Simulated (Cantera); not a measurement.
Mixture: 3.45 % C₃H₈, 20.3 % O₂, 76.3 % N₂, equivalence ratio 0.85, at 54000 Pa, adiabatic and at constant volume. Ignition delay is the time to a rise of 400 K.

Detailed kinetics in Cantera: GRI-Mech 3.0 (53 species, 325 reactions). GRI-Mech 3.0 was tuned for natural gas; its chemistry of propane as a main component is partial and can be far from experiment.

Q: Predict: delay at 1250 K; delay at 1350 K; delay at 1450 K; delay at 1550 K; apparent activation energy between 1500 and 1600 K.

A: 
```json
{
  "delay at 1250 K": "2.86 ms",
  "delay at 1350 K": "0.563 ms",
  "delay at 1450 K": "0.167 ms",
  "delay at 1550 K": "68.4 µs",
  "apparent activation energy between 1500 and 1600 K": "150 kJ/mol"
}
```
